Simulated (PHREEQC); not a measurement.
A solution holds 0.13 mol/kgw NiCl2, 0.0045 mol/kgw Na2SO4 and 0.002 mol/kgw MnSO4, at 87 °C. Closed to the air; pH follows from the charge balance.

Equilibrium calculation in PHREEQC: ion-association model, wateq4f.dat.

Precipitation was switched off in this run.

Question: Predict the pH.

Answer: pH 4.98.

Question: In which forms is Ni present?

Answer: Ni+2 83 %, NiCl+ 11 %, NiCl2 3.7 %, NiSO4 2.9 % of the Ni.

Away from 25 °C the constants follow the database's enthalpies or fits; those with neither stay at their 25 °C values.
